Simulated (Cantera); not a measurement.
Input (Python, Cantera) and output of one run.

```python
import numpy as np
import cantera as ct

gas_names = """
    TaO2 NO N2
""".split()
cond_names = """
    Ta2O5(s) Ta2O5(L)
""".split()


# ... load() reads the species with a 1 bar reference pressure and builds the phases ...
species = {s.name: s for s in load("nasa_gas.yaml", gas_names) + load("nasa_condensed.yaml", cond_names)}
# Each term lists the table entries of one substance; the one whose range holds T is used.
reactions = {
    '4 TaO2(g) + 2 NO(g) = N2(g) + 2 Ta2O5':
        [(-4, ['TaO2']), (-2, ['NO']), (1, ['N2']), (2, ['Ta2O5(s)', 'Ta2O5(L)'])],
}


def pick(names, T):
    return next(species[n] for n in names if species[n].thermo.min_temp <= T <= species[n].thermo.max_temp)


results = []
for label, terms in reactions.items():
    print(label)
    print("     T/K   dH/kJ  dS/(J/K)   dG/kJ   log10 K")
    for T in [1348, 1548, 1748, 1948, 2148, 2348, 2548, 2748]:
        used = [(nu, pick(names, T)) for nu, names in terms]
        dH = sum(nu * s.thermo.h(T) for nu, s in used) / 1e6
        dS = sum(nu * s.thermo.s(T) for nu, s in used) / 1e3
        dG = dH - T * dS / 1e3
        logK = -dG * 1e6 / (ct.gas_constant * T * np.log(10))
        results.append((label, T, dH, dS, dG, logK, [s.name for _, s in used]))
        print(f"{T:8g} {dH:8.1f} {dS:8.1f} {dG:8.1f} {logK:8.2f}")
```

Result:

```
4 TaO2(g) + 2 NO(g) = N2(g) + 2 Ta2O5
     T/K   dH/kJ  dS/(J/K)   dG/kJ   log10 K
    1348  -3369.9   -929.0  -2117.6    82.06
    1548  -3346.2   -912.6  -1933.5    65.24
    1748  -3321.7   -897.7  -1752.5    52.37
    1948  -3296.5   -884.1  -1574.3    42.21
    2148  -3022.8   -751.1  -1409.4    34.27
    2348  -2979.7   -731.9  -1261.2    28.06
    2548  -2936.9   -714.4  -1116.5    22.89
    2748  -2894.3   -698.3   -975.3    18.54
```

Cantera with NASA thermochemical tables; ideal gases at 1 bar, condensed phases pure. Condensed species are held in their standard states even where they would react or evaporate.
